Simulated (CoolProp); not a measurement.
The fluid at 439.27 K and 0.0422 MPa flows at 0.075 m/s in a round tube of 2 mm bore and 45 µm roughness, fully developed (64/Re and Nu = 3.66 if laminar; Colebrook and Gnielinski if turbulent). The same conditions are run with several fluids, on thermodynamics alone (safety and materials aside).

Model: reference Helmholtz-energy equation of state of each fluid (toluene: Lemmon 2006; oxygen: Schmidt 1985; c-C4F8 (RC318): Platzer 1990; ethane: Bücker 2006; R11: Jacobsen 1992), in CoolProp. The equations of Platzer and Polt are older, rougher fits.

Problem. Rank toluene, oxygen, c-C4F8 (RC318), ethane, R11 by Reynolds number, highest first.

Solution. c-C4F8 (RC318) (20.6), toluene (16.0), R11 (15.7), ethane (3.94), oxygen (2.00)

```tsv
fluid	Darcy friction factor	pressure drop (Pa/m)	heat-transfer coefficient (W/(m² K))	mass flow (kg/h)
toluene	4.01	6.07	42.6	0.000912
oxygen	32.0	16.6	67.4	0.000314
c-C4F8 (RC318)	3.10	10.1	39.9	0.00197
ethane	16.2	7.94	78.1	0.000295
R11	4.08	9.14	26.2	0.00135
```

Above 300 K oxygen's equation is extrapolated.

Transport values come from each fluid's own correlations; those of c-C4F8 (RC318), R11 are estimates that may be off by 10 % or more.
